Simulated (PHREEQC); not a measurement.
1 kg of water holding 0.019 mol/kgw MgCl2 meets 20 L of dry gas (CO2 0.28, N2 0.72 by moles) at fixed total pressure, at 30 atm; fugacities by Peng-Robinson. The gases take part in no redox reaction, some water evaporates into the gas, and hydrates or a liquid gas phase aren't modelled. No solid was allowed to form.

Computed with PHREEQC (ion-association model, phreeqc.dat).

Q: Predict dissolved CO2 (all carbonate carbon) (mol/kgw) at T (°C) = 40, 50, 80, 90.

A: 
| T (°C) | dissolved CO2 (all carbonate carbon) (mol/kgw) |
|---|---|
| 40 | 0.167 |
| 50 | 0.139 |
| 80 | 0.0921 |
| 90 | 0.0832 |

At this temperature some constants are extrapolated from 25 °C, and those without enthalpy data are left unchanged.
